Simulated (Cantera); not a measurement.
Input: 1 mol Fe3O4, 4.3 mol CH4, 0.53 mol CO, held at 1977 °C and 15.0 Pa.

Cantera equilibrium calculation (NASA polynomials, part measured and part estimated; ideal gas, pure solids and liquids). Candidate condensed phases: C, C6H6, C7H8, C8H18, Fe, Fe(CO)5, FeO, Fe(OH)2, Fe(OH)3, Fe2O3, Fe3O4, H2O; 114 gas species. Kinetics and transport are ignored.

Base state: H 0.323, H2 0.284, CO 0.235, Fe 0.156, C2H2 (acetylene) 0.000952, C3 4.33e-5, C2H 4.29e-5, C 2.43e-5 (mole fractions); condensed: C(graphite).

### Question
What changes in the equilibrium state with this change: temperature from 1977 °C to 1450 °C?

### Answer
```csv
species,before,after
H2,0.284,0.605
CO,0.235,0.322
Fe,0.156,0.0608
H,0.323,0.0116
C3,4.33e-5,<1e-9
C,2.43e-5,<1e-9
"C(graphite), mol",0.258,0.298
"Fe(δ), mol",0,2.14
```
Iron dissolves carbon and melts from about 1420 K in contact with it, which pure phases cannot show. Condensed phases not in the tables: cementite and carbon dissolved in iron.

### Question
What changes in the equilibrium state with this change: temperature from 1977 °C to 2227 °C?

### Answer
```json
[
 {"species": "H", "before": "0.323", "after": "0.585"},
 {"species": "CO", "before": "0.235", "after": "0.197"},
 {"species": "Fe", "before": "0.156", "after": "0.131"},
 {"species": "H2", "before": "0.284", "after": "0.0812"},
 {"species": "C2", "before": "3.81e-6", "after": "0.000283"},
 {"species": "C3", "before": "4.33e-5", "after": "0.00296"},
 {"species": "C", "before": "2.43e-5", "after": "0.00107"},
 {"species": "C2H", "before": "4.29e-5", "after": "0.000422"},
 {"species": "C(graphite), mol", "before": "0.258", "after": "0"}
]
```

### Question
What changes in the equilibrium state with this change: CH4 from 4.3 to 0.3 mol?

### Answer
```csv
species,before,after
Fe,0.156,0.420
O2,<1e-9,0.151
O,<1e-9,0.117
H2,0.284,0.0113
H,0.323,0.0643
CO2,<1e-9,0.0463
FeO,<1e-9,0.0438
H2O,<1e-9,0.0346
OH,<1e-9,0.0297
CO,0.235,0.0821
C2H2 (acetylene),0.000952,<1e-9
C3,4.33e-5,<1e-9
"C(graphite), mol",0.258,0
```
